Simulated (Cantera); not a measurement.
Input (Python, Cantera) and output of one run.

```python
import numpy as np
import cantera as ct

gas_names = [...]  # 87 gases of nasa_gas.yaml made of C, H, Si
cond_names = """
    C(gr) C6H6(L) C7H8(L) C8H18(L),n-octa Si(cr) Si(L) SiC(b)
""".split()


# ... load() reads the species with a 1 bar reference pressure and builds the phases ...
atoms = {
    'Si(CH3)4': {'Si': 1, 'C': 4, 'H': 12},
    'H2': {'H': 2},
}
top_T = {'C(gr)': 4500, 'SiC(b)': 3050}  # K; cautious upper limits of use, not melting points


# ... equilibrate(T, P, feed) seeds the gas with the atoms and calls Mixture.equilibrate('TP', solver="vcs", rtol=1e-11, max_steps=5000) ...
results = []
feed = {'Si(CH3)4': 1, 'H2': 110}  # mol
P = 110  # Pa
for T in [1250, 1350, 1450, 1550, 1650, 1750, 1850, 1950, 2050, 2150, 2250, 2350, 2450]:
    mix = equilibrate(T, P, feed)
    results.append((T, P, feed, dict(zip(mix.species_names, mix.species_moles))))

top = {s: max(r[3][s] / sum(r[3][g] for g in gas_names) for r in results) for s in gas_names}
cols = sorted((s for s in top if top[s] > 1e-05), key=lambda s: -top[s])[:8]
seen = [c for c in cond_names if any(r[3].get(c, 0) > 1e-12 for r in results)]
print("log10 of partial pressures in bar; condensed amounts in mol")
print(f"{'T/K':>10s}" + "".join(f"{s[:9]:>10s}" for s in cols + seen))
for T, P, feed, n in results:
    ng = sum(n[g] for g in gas_names)
    print(f"{T:10.4g}" + "".join(f"{np.log10(max(n[s] / ng * P / 1e5, 1e-99)):10.3f}" for s in cols)
          + "".join(f"{n.get(c, 0):10.4g}" for c in seen))
```

It prints:

```
log10 of partial pressures in bar; condensed amounts in mol
       T/K        H2         H        Si C2H2,acet      SiC2       C2H        C3      Si2C     C(gr)    SiC(b)
      1250    -2.959    -7.795   -13.727    -9.557   -17.607   -17.930   -23.530   -17.580     2.999         1
      1350    -2.959    -7.102   -12.120    -8.866   -15.500   -16.184   -20.952   -15.511     2.999         1
      1450    -2.959    -6.504   -10.737    -8.271   -13.687   -14.680   -18.734   -13.731     2.998         1
      1550    -2.959    -5.981    -9.534    -7.754   -12.112   -13.371   -16.807   -12.186     2.996         1
      1650    -2.960    -5.522    -8.478    -7.301   -10.731   -12.222   -15.117   -10.832      2.99    0.9996
      1750    -2.962    -5.114    -7.544    -6.901    -9.511   -11.206   -13.624    -9.637     2.976    0.9967
      1850    -2.966    -4.752    -6.712    -6.548    -8.425   -10.302   -12.296    -8.574     2.961    0.9776
      1950    -2.974    -4.428    -5.967    -6.237    -7.454    -9.494   -11.106    -7.623     2.993    0.8717
      2050    -2.991    -4.140    -5.295    -5.965    -6.579    -8.769   -10.036    -6.767      3.32    0.3647
      2150    -3.018    -3.884    -5.108    -5.731    -6.210    -8.119    -9.067    -6.837     3.421         0
      2250    -3.061    -3.660    -5.130    -5.536    -6.067    -7.536    -8.187    -7.287     3.092         0
      2350    -3.127    -3.467    -5.171    -5.385    -5.958    -7.017    -7.384    -7.741     2.634         0
      2450    -3.225    -3.309    -5.228    -5.284    -5.878    -6.559    -6.649    -8.195     2.014         0
```

These are equilibrium values from Cantera (NASA tables, ideal gas, pure condensed phases), not measurements of a reactor.
